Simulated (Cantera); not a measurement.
What does this Cantera script print?

```python
import numpy as np
import cantera as ct

gas_names = """
    NO N2O
""".split()
cond_names = """
    Ta(cr) Ta(L) Ta2O5(s) Ta2O5(L)
""".split()


# ... load() reads the species with a 1 bar reference pressure and builds the phases ...
species = {s.name: s for s in load("nasa_gas.yaml", gas_names) + load("nasa_condensed.yaml", cond_names)}
# Each term lists the table entries of one substance; the one whose range holds T is used.
reactions = {
    '2 Ta + 10 NO(g) = 5 N2O(g) + Ta2O5':
        [(-2, ['Ta(cr)', 'Ta(L)']), (-10, ['NO']), (5, ['N2O']), (1, ['Ta2O5(s)', 'Ta2O5(L)'])],
}


def pick(names, T):
    return next(species[n] for n in names if species[n].thermo.min_temp <= T <= species[n].thermo.max_temp)


results = []
for label, terms in reactions.items():
    print(label)
    print("     T/K   dH/kJ  dS/(J/K)   dG/kJ   log10 K")
    for T in [1400, 1550, 1700, 1850, 2000, 2150]:
        used = [(nu, pick(names, T)) for nu, names in terms]
        dH = sum(nu * s.thermo.h(T) for nu, s in used) / 1e6
        dS = sum(nu * s.thermo.s(T) for nu, s in used) / 1e3
        dG = dH - T * dS / 1e3
        logK = -dG * 1e6 / (ct.gas_constant * T * np.log(10))
        results.append((label, T, dH, dS, dG, logK, [s.name for _, s in used]))
        print(f"{T:8g} {dH:8.1f} {dS:8.1f} {dG:8.1f} {logK:8.2f}")
```

Result:

```
2 Ta + 10 NO(g) = 5 N2O(g) + Ta2O5
     T/K   dH/kJ  dS/(J/K)   dG/kJ   log10 K
    1400  -2497.3   -888.5  -1253.4    46.76
    1550  -2486.6   -881.3  -1120.6    37.76
    1700  -2475.7   -874.6   -988.9    30.39
    1850  -2464.7   -868.3   -858.2    24.23
    2000  -2453.4   -862.5   -728.4    19.02
    2150  -2318.1   -796.8   -604.9    14.70
```

Standard-state values (1 bar) from the NASA 1993 polynomials, evaluated with Cantera. Condensed species are held in their standard states even where they would react or evaporate.
